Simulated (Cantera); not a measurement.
A closed system holds: 1 mol Zr, 1.6 mol N₂O, 14 mol H₂, at 2450 K.

Method: chemical equilibrium by Gibbs-energy minimisation in Cantera with the NASA 1993 tables (ideal gas, pure condensed phases). Candidate condensed phases: H₂O, Zr, ZrN, ZrO₂; 28 gas species. Mutual solubility and eutectic melting of coexisting phases are not modelled. ZrN: taken at fixed stoichiometry. Condensed phases not in the tables: solid solutions among these carbides, nitrides and lower oxides. The numbers say what is thermodynamically allowed, not how fast it happens.

Problem. What share of the Zr ends up in condensed phases as a function of P (Pa), at 0.100, 2.50, 63, 1600, 40000, 1000000?

Solution. 
```tsv
P (Pa)	Zr condensed (%)	as
0.100	0.0	-
2.50	24.7	ZrO₂(tetragonal)
63	59.8	ZrO₂(tetragonal)
1600	99.3	ZrN(s) + ZrO₂(tetragonal)
40000	100.0	ZrN(s) + ZrO₂(tetragonal)
1000000	100.0	ZrN(s) + ZrO₂(tetragonal)
```
